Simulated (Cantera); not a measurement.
A Cantera script and what it prints.

```python
import numpy as np
import cantera as ct

gas_names = """
    C CO COS CO2 CS CS2 C2 C2O C3 C3O2 C4 C5 Mg MgO MgS Mg2 O O2 O3 S SO SO2 SO3 S2 S2O S8
""".split()
cond_names = """
    C(gr) Mg(cr) Mg(L) MgCO3(s) MgO(s) MgO(L) MgS(s) MgSO4(s) MgSO4(L) S(cr1) S(cr2) S(L)
""".split()


def load(file, names, dense=False):
    # The tables refer to 1 bar. Condensed volumes are neglected.
    table = {s.name: s for s in ct.Species.list_from_file(file)}
    out = []
    for n in names:
        d = dict(table[n].input_data)
        d["thermo"] = dict(d["thermo"], **{"reference-pressure": 1e5})
        if dense:
            d["equation-of-state"] = {"model": "constant-volume", "density": "1e6 g/cm^3"}
        out.append(ct.Species.from_dict(d))
    return out


gas = ct.Solution(thermo="ideal-gas", species=load("nasa_gas.yaml", gas_names))
cond = {s.name: ct.Solution(thermo="fixed-stoichiometry", species=[s], name=s.name)
        for s in load("nasa_condensed.yaml", cond_names, dense=True)}
atoms = {
    'MgO': {'Mg': 1, 'O': 1},
    'SO2': {'S': 1, 'O': 2},
    'CO2': {'C': 1, 'O': 2},
    'SO3': {'S': 1, 'O': 3},
}
top_T = {'C(gr)': 4500, 'MgS(s)': 2250}  # K; cautious upper limits of use, not melting points


def equilibrate(T, P, feed):
    n = {}
    for name, mol in feed.items():
        for a, k in atoms[name].items():
            n[a] = n.get(a, 0.0) + k * mol
    gas.TPX = T, P, n
    mass = sum(n.values()) * gas.mean_molecular_weight
    gas.equilibrate("TP")
    valid = [c for c in cond.values() if c.min_temp <= T <= top_T.get(c.name, c.max_temp)]
    mix = ct.Mixture([(gas, mass / gas.mean_molecular_weight)] + [(c, 0.0) for c in valid])
    mix.T, mix.P = T, P
    mix.equilibrate("TP", solver="vcs", rtol=1e-11, max_steps=5000)
    return mix


results = []
feed = {'MgO': 1, 'SO2': 4.1, 'CO2': 2.4, 'SO3': 2.3}  # mol
T = 1350  # K
P = 430000  # Pa
mix = equilibrate(T, P, feed)
results.append((T, P, feed, dict(zip(mix.species_names, mix.species_moles))))
x = sorted(zip(gas.X, gas.species_names), reverse=True)
print(f"T = {T:g} K  P = {P:g} Pa  gas = {mix.phase_moles(0):.4g} mol")
print("   x: " + "  ".join(f"{s} {v:.3e}" for v, s in x if v > 0.001))
print("   condensed (mol): " + ("  ".join(f"{mix.phase(i).name} {mix.phase_moles(i):.4g}"
      for i in range(1, mix.n_phases) if mix.phase_moles(i) > 1e-12) or "none"))
```

It prints:

```
T = 1350 K  P = 430000 Pa  gas = 8.331 mol
   x: SO2 6.197e-01  CO2 2.881e-01  O2 6.378e-02  SO3 2.849e-02
   condensed (mol): MgSO4(s) 1
```

Method: chemical equilibrium by Gibbs-energy minimisation in Cantera with the NASA 1993 tables (ideal gas, pure condensed phases).
